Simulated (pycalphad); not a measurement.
CALPHAD calculation (pycalphad, COST 507 light-alloy database (1999)), 1 atm. The data set is of 1999 and partly superseded. Amounts are mole fractions of atoms. Diffusion is slow at the low end, where real alloys seldom reach equilibrium.

**Question.** Give the equilibrium state of Al-0.4384Si-6.433C (wt.%) at 1675 K.

**Answer.** liquid, fraction 0.689, with 0.58 Si, 0.04 C wt.%; AL4C3, fraction 0.311, with 0.03 Si, 25.0 C wt.%.

**Question.** Give the equilibrium state of Al-0.4384Si-6.433C (wt.%) at 500 K.

**Answer.** fcc, fraction 0.689, with <0.01 Si, <0.01 C wt.%; AL4C3, fraction 0.249, with <0.01 Si, 25.0 C wt.%; AL8SIC7, fraction 0.062, with 8.6 Si, 25.6 C wt.%.

Database names, with the compositions (at.%) that they take in these runs: AL4C3: Al 57 C 43; AL8SIC7: Al 50 C 44 Si 6.
